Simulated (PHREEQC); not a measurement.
PHREEQC input (ion-association model, phreeqc.dat):

```
SOLUTION 1
  temp 9.6
  units mol/kgw
  pH 7 charge
  P 0.0058
  K 0.0047
SOLUTION 2
  temp 9.6
  units mol/kgw
  pH 7 charge
  F 0.1814
  K 0.0014
  Si 9.4e-05
  S(6) 0.027
END
SELECTED_OUTPUT 1
  -reset false
  -pH true
  -pe true
  -ionic_strength true
  -water true
  -totals F K P S Si S(-2) S(6)
  -molalities H+ K+ H4SiO4 SO4-2 PO4-3 F- OH- O2 HSO4- S-2
    HS- H2S HPO4-2 H2PO4- H3PO4 HF HF2- KSO4- KHPO4- H3SiO4-
    H2SiO4-2 SiF6-2
  -equilibrium_phases SiO2(a)
PRINT
  -reset false
MIX 1
  1 1
  2 0
EQUILIBRIUM_PHASES 1
  SiO2(a) 0 0
  O2(g) -0.68 10
END
# ... the last block is repeated for the other 20 points of share of solution B
```

Selected output (columns that matter, 21 of 21 rows; share of solution B added in front):

```
share of solution B	pH	mu	F	K	P	S	Si	m_H+	m_K+	m_SO4-2	m_OH-	m_HSO4-	m_H2PO4-	m_H3PO4
0	3.1835	0.005403	0	0.0047	0.0058	0	0	0.00070245	0.0047	0	4.6799e-12	0	0.0054013	0.00039814
0.05	2.449	0.0095208	0.00907	0.004535	0.00551	0.00135	4.7e-06	0.0038794	0.0045169	0.0011197	8.8226e-13	0.00021218	0.0039601	0.0015498
0.1	2.2385	0.012773	0.01814	0.00437	0.00522	0.0027	9.4e-06	0.0063644	0.0043397	0.0020598	5.5096e-13	0.00060983	0.0032083	0.0020117
0.15	2.1059	0.015771	0.02721	0.004205	0.00493	0.00405	1.41e-05	0.0087048	0.0041659	0.0028859	4.1049e-13	0.0011249	0.0026765	0.0022534
0.2	2.0081	0.018615	0.03628	0.00404	0.00464	0.0054	1.88e-05	0.010975	0.0039945	0.0036275	3.3074e-13	0.0017269	0.0022686	0.0023714
0.25	1.9303	0.02135	0.04535	0.003875	0.00435	0.00675	2.35e-05	0.013199	0.0038249	0.004303	2.7876e-13	0.0023968	0.0019415	0.0024085
0.3	1.8658	0.024	0.05442	0.00371	0.00406	0.0081	2.82e-05	0.01539	0.0036566	0.004925	2.4195e-13	0.0031216	0.0016711	0.0023889
0.35	1.8105	0.02658	0.06349	0.003545	0.00377	0.00945	3.29e-05	0.017555	0.0034895	0.0055026	2.1442e-13	0.0038918	0.0014425	0.0023275
0.4	1.7622	0.029101	0.07256	0.00338	0.00348	0.0108	3.76e-05	0.019697	0.0033232	0.0060429	1.9298e-13	0.0047003	0.001246	0.002234
0.45	1.7192	0.031571	0.08163	0.003215	0.00319	0.01215	4.23e-05	0.02182	0.0031577	0.0065511	1.7578e-13	0.0055416	0.0010745	0.0021154
0.5	1.6806	0.033998	0.0907	0.00305	0.0029	0.0135	4.7e-05	0.023927	0.0029928	0.0070315	1.6165e-13	0.0064113	0.00092327	0.0019767
0.55	1.6456	0.036386	0.09977	0.002885	0.00261	0.01485	5.17e-05	0.026018	0.0028285	0.0074875	1.4981e-13	0.007306	0.00078845	0.0018215
0.6	1.6134	0.03874	0.10884	0.00272	0.00232	0.0162	5.64e-05	0.028097	0.0026646	0.0079219	1.3975e-13	0.0082227	0.00066727	0.0016527
0.65	1.5837	0.041062	0.11791	0.002555	0.00203	0.01755	6.11e-05	0.030163	0.0025012	0.008337	1.3107e-13	0.0091591	0.00055755	0.0014724
0.7	1.5562	0.043357	0.12698	0.00239	0.00174	0.0189	6.58e-05	0.032218	0.0023381	0.0087349	1.2351e-13	0.010113	0.00045757	0.0012824
0.75	1.5305	0.045627	0.13605	0.002225	0.00145	0.02025	7.05e-05	0.034264	0.0021753	0.0091171	1.1685e-13	0.011083	0.00036595	0.0010841
0.8	1.5064	0.047873	0.14512	0.00206	0.00116	0.0216	7.52e-05	0.0363	0.0020128	0.0094851	1.1094e-13	0.012068	0.00028155	0.00087845
0.85	1.4837	0.050098	0.15419	0.001895	0.00087	0.02295	7.99e-05	0.038328	0.0018506	0.0098401	1.0566e-13	0.013065	0.00020347	0.00066653
0.9	1.4623	0.052304	0.16326	0.00173	0.00058	0.0243	8.46e-05	0.040348	0.0016886	0.010183	1.0091e-13	0.014075	0.00013092	0.00044908
0.95	1.442	0.054492	0.17233	0.001565	0.00029	0.02565	8.93e-05	0.042361	0.0015268	0.010515	9.6609e-14	0.015096	6.3283e-05	0.00022672
1	1.4227	0.056664	0.1814	0.0014	0	0.027	9.4e-05	0.044367	0.0013652	0.010837	9.2696e-14	0.016128	0	0
```

Complexes and solids missing from the database can't appear. Away from 25 °C the constants follow the database's enthalpies or fits; those with neither stay at their 25 °C values. SiF6-2 is the database's only silicon fluoride.
